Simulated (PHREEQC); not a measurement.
Make-up at 25 °C: 3.6 mmol/kgw NH3 and 0.3 mmol/kgw K2CO3. Closed to the air; pH follows from the charge balance.

Computed with PHREEQC (ion-association model, phreeqc.dat).

| quantity | before | after |
|---|---|---|
| pH | 10.48 | 10.32 |
| ionic strength (mol/kgw) | 0.000987 | 0.000520 |
| NH4+ (mol/kgw) | 0.000203 | 0.000143 |
| CO3-2 (mol/kgw) | 0.000184 | 7.70e-5 |
| HCO3- (mol/kgw) | 0.000116 | 7.30e-5 |

Name the change that produced these shifts.
A. K2CO3 replaced by NH4HCO3 at the same molality
B. diluted 2-fold with water
C. NH3 from 0.0036 to 0.00396 mol/kgw
D. 0.00022 mol/kgw KOH added
E. NH3 from 0.0036 to 0.018 mol/kgw

B, diluted 2-fold with water

No solid was allowed to form.
